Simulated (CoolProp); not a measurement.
A Linde-Hampson liquefier for carbon monoxide: isothermal reversible compression at 230 K from 1 atm to 30 MPa, throttling to 1 atm, return gas leaving the recuperator 10 K below the feed. Each further row changes one setting.

The numbers come from the reference Helmholtz-energy equation of state, Lemmon 2006 in CoolProp. It is a short technical equation, of lower accuracy than the large ones.

```csv
case,liquid yield per pass,compression work (kJ/kg of gas)
as stated,0.182,376
high pressure 60 MPa,…,…
warm-end temperature 260 K,…,…
warm-end gap 15 K,…,376
```

**Question.** What belongs in the gaps?

**Answer.** 
- high pressure 60 MPa, liquid yield per pass: 0.166
- high pressure 60 MPa, compression work (kJ/kg of gas): 438
- warm-end temperature 260 K, liquid yield per pass: 0.129
- warm-end temperature 260 K, compression work (kJ/kg of gas): 434
- warm-end gap 15 K, liquid yield per pass: 0.170
